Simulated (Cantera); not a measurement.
A closed system holds: 1 mol S, 0.055 mol SO2, 0.32 mol N2, held at 2448.15 K and 2.18 Torr.

Cantera equilibrium calculation (NASA polynomials, part measured and part estimated; ideal gas, pure solids and liquids). Candidate condensed phases: S; 17 gas species. The numbers say what is thermodynamically allowed, not how fast it happens.

Base state: S 0.339, N2 0.295, S2 0.270, SO 0.0882, SO2 0.00592, O 0.00106, S2O 0.000292, NO 0.000143 (mole fractions); condensed: gas only.

Q: What changes in the equilibrium state with this change: S replaced by NF3?

A: 
```json
[
 {"species": "F", "before": "0", "after": "0.765"},
 {"species": "N2", "before": "0.295", "after": "0.209"},
 {"species": "O", "before": "0.00106", "after": "0.00891"},
 {"species": "S", "before": "0.339", "after": "0.00310"},
 {"species": "S2", "before": "0.270", "after": "2.26e-5"},
 {"species": "SO", "before": "0.0882", "after": "0.00679"},
 {"species": "SF", "before": "0", "after": "0.000254"},
 {"species": "SF2", "before": "0", "after": "1.19e-5"},
 {"species": "S2O", "before": "0.000292", "after": "2.06e-7"},
 {"species": "SN", "before": "7.69e-5", "after": "5.92e-7"}
]
```

Q: What changes in the equilibrium state with this change: SO2 from 0.055 to 0.8 mol?

A: 
```tsv
species	before	after
SO	0.0882	0.374
SO2	0.00592	0.207
S	0.339	0.175
S2	0.270	0.0721
N2	0.295	0.160
O2	2.61e-5	0.00176
O	0.00106	0.00870
NO	0.000143	0.000864
SN	7.69e-5	2.92e-5
```

Q: What changes in the equilibrium state with this change: S replaced by CO2?

A: 
```json
[
 {"species": "CO", "before": "0", "after": "0.338"},
 {"species": "CO2", "before": "0", "after": "0.237"},
 {"species": "N2", "before": "0.295", "after": "0.180"},
 {"species": "S", "before": "0.339", "after": "0.000295"},
 {"species": "S2", "before": "0.270", "after": "2.06e-7"},
 {"species": "O2", "before": "2.61e-5", "after": "0.131"},
 {"species": "O", "before": "0.00106", "after": "0.0750"},
 {"species": "SO", "before": "0.0882", "after": "0.00544"},
 {"species": "SO2", "before": "0.00592", "after": "0.0259"},
 {"species": "S2O", "before": "0.000292", "after": "1.57e-8"},
 {"species": "SN", "before": "7.69e-5", "after": "5.24e-8"},
 {"species": "NO", "before": "0.000143", "after": "0.00790"}
]
```
Further candidate phases: C.
